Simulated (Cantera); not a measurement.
Input: 1 mol SiH₄, 10 mol NO, 46 mol N₂, 0.05 mol O₃, at 1000 Pa.

These are equilibrium values from Cantera (NASA tables, ideal gas, pure condensed phases), not measurements of a reactor. Candidate condensed phases: H₂O, Si, SiO₂, Si₂N₂O, Si₃N₄; 35 gas species. The tables hold silica as quartz up to 1696 K and as liquid above; real silica turns to tridymite and cristobalite and melts near 1996 K. Kinetics and transport are ignored.

### Question
Which condensed phases are stable at each of these points (T (°C)): 300, 375, 450, 525, 600, 675, 750, 825, 900, 975, 1050, 1125, 1200, 1275?

### Answer
| T (°C) | condensed phases | Si condensed (%) |
|---|---|---|
| 300 | SiO₂(α-quartz) | 100.0 |
| 375 | SiO₂(α-quartz) | 100.0 |
| 450 | SiO₂(α-quartz) | 100.0 |
| 525 | SiO₂(α-quartz) | 100.0 |
| 600 | SiO₂(β-quartz) | 100.0 |
| 675 | SiO₂(β-quartz) | 100.0 |
| 750 | SiO₂(β-quartz) | 100.0 |
| 825 | SiO₂(β-quartz) | 100.0 |
| 900 | SiO₂(β-quartz) | 100.0 |
| 975 | SiO₂(β-quartz) | 100.0 |
| 1050 | SiO₂(β-quartz) | 100.0 |
| 1125 | SiO₂(β-quartz) | 100.0 |
| 1200 | SiO₂(β-quartz) | 100.0 |
| 1275 | SiO₂(β-quartz) | 100.0 |

From 300 °C to 525 °C the condensed part is SiO₂(α-quartz). From 600 °C to 1275 °C the condensed part is SiO₂(β-quartz).
